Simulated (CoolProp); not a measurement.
A Linde-Hampson liquefier for carbon monoxide: isothermal reversible compression at 300 K from 1 atm to 10 MPa, throttling to 1 atm, return gas leaving the recuperator 0 K below the feed. Each further row changes one setting.

The numbers come from the reference Helmholtz-energy equation of state, Lemmon 2006 in CoolProp. It is a short technical equation, of lower accuracy than the large ones.

```csv
case,liquid yield per pass,compression work (kJ/kg of gas)
as stated,[?],407
high pressure 20 MPa,[?],[?]
warm-end temperature 330 K,[?],[?]
warm-end gap 5 K,[?],407
```

Question: What belongs in the gaps?

Answer: 
- as stated, liquid yield per pass: 0.051
- high pressure 20 MPa, liquid yield per pass: 0.085
- high pressure 20 MPa, compression work (kJ/kg of gas): 470
- warm-end temperature 330 K, liquid yield per pass: 0.038
- warm-end temperature 330 K, compression work (kJ/kg of gas): 450
- warm-end gap 5 K, liquid yield per pass: 0.040
